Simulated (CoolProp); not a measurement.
Dimethyl carbonate at several states: Z from the reference equation and from simpler models built on Tc = 557.0 K, pc = 49.09 bar, ω = 0.346; each cubic takes its own stable root.

Values from CoolProp's reference Helmholtz-energy equation of state, Zhou 2011.

```
T (K)  p (bar)   phase  reference
-----  -------  ------  ---------
590.5     3.35     gas     0.9804
288.9     71.7  liquid     0.2486
479.6     32.4  liquid    0.09276
516.3    0.194     gas     0.9983
```

How far does each simpler model (van der Waals, Redlich-Kwong, Soave-Redlich-Kwong, Peng-Robinson) lie from the reference over these 4 states: mean and median of the absolute difference, and the worst?


- van der Waals: mean 35.6 %, median 35.6 %, worst +71.0 % at 288.9 K and 71.7 bar
- Redlich-Kwong: mean 10.0 %, median 8.3 %, worst +23.4 % at 479.6 K and 32.4 bar
- Soave-Redlich-Kwong: mean 7.2 %, median 6.6 %, worst +15.6 % at 479.6 K and 32.4 bar
- Peng-Robinson: mean 0.7 %, median 0.5 %, worst +2.0 % at 479.6 K and 32.4 bar
